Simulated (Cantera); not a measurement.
## Gas-phase reforming

An isothermal, constant-pressure homogeneous reactor starts with 47.6 % CH₄, 52.4 % H₂O, at 1475 K and 101000 Pa.

Model: GRI-Mech 3.0 (53 species, 325 reactions), integrated in Cantera.

```json
[
 {"t (s)": "0.000200", "x CH₄": "0.476", "x H₂O": "0.524", "x C₂H₆": "1.51e-5", "x C₂H₂": "1.84e-9", "x CH₂O": "1.33e-8"},
 {"t (s)": "0.000433", "x CH₄": "0.476", "x H₂O": "0.524", "x C₂H₆": "6.58e-5", "x C₂H₂": "2.73e-8", "x CH₂O": "6.13e-8"},
 {"t (s)": "0.000938", "x CH₄": "0.476", "x H₂O": "0.524", "x C₂H₆": "0.000186", "x C₂H₂": "2.67e-7", "x CH₂O": "1.97e-7"},
 {"t (s)": "0.00203", "x CH₄": "0.475", "x H₂O": "0.524", "x C₂H₆": "0.000433", "x C₂H₂": "2.39e-6", "x CH₂O": "5.72e-7"},
 {"t (s)": "0.00440", "x CH₄": "0.473", "x H₂O": "0.524", "x C₂H₆": "0.000873", "x C₂H₂": "2.32e-5", "x CH₂O": "1.56e-6"},
 {"t (s)": "0.00953", "x CH₄": "0.469", "x H₂O": "0.523", "x C₂H₆": "0.00140", "x C₂H₂": "0.000227", "x CH₂O": "3.43e-6"},
 {"t (s)": "0.0206", "x CH₄": "0.458", "x H₂O": "0.520", "x C₂H₆": "0.00154", "x C₂H₂": "0.00172", "x CH₂O": "4.73e-6"},
 {"t (s)": "0.0447", "x CH₄": "0.434", "x H₂O": "0.512", "x C₂H₆": "0.00123", "x C₂H₂": "0.00797", "x CH₂O": "4.10e-6"},
 {"t (s)": "0.0969", "x CH₄": "0.392", "x H₂O": "0.496", "x C₂H₆": "0.000818", "x C₂H₂": "0.0225", "x CH₂O": "2.99e-6"},
 {"t (s)": "0.210", "x CH₄": "0.330", "x H₂O": "0.472", "x C₂H₆": "0.000475", "x C₂H₂": "0.0438", "x CH₂O": "1.98e-6"},
 {"t (s)": "0.454", "x CH₄": "0.250", "x H₂O": "0.441", "x C₂H₆": "0.000242", "x C₂H₂": "0.0680", "x CH₂O": "1.19e-6"},
 {"t (s)": "0.984", "x CH₄": "0.168", "x H₂O": "0.404", "x C₂H₆": "0.000119", "x C₂H₂": "0.0886", "x CH₂O": "6.83e-7"},
 {"t (s)": "2.13", "x CH₄": "0.115", "x H₂O": "0.363", "x C₂H₆": "7.67e-5", "x C₂H₂": "0.0950", "x CH₂O": "4.09e-7"},
 {"t (s)": "4.62", "x CH₄": "0.102", "x H₂O": "0.316", "x C₂H₆": "6.72e-5", "x C₂H₂": "0.0820", "x CH₂O": "2.78e-7"},
 {"t (s)": "10.0", "x CH₄": "0.0989", "x H₂O": "0.259", "x C₂H₆": "5.87e-5", "x C₂H₂": "0.0605", "x CH₂O": "1.89e-7"}
]
```
x: mole fraction; the columns are a selection and need not sum to one.

Equilibrium at this temperature and pressure: CH₄ 2.66e-5, H₂O 0.0216, C₂H₆ 2.97e-12, C₂H₂ 1.41e-9, CH₂O 7.94e-8 (gas phase only).
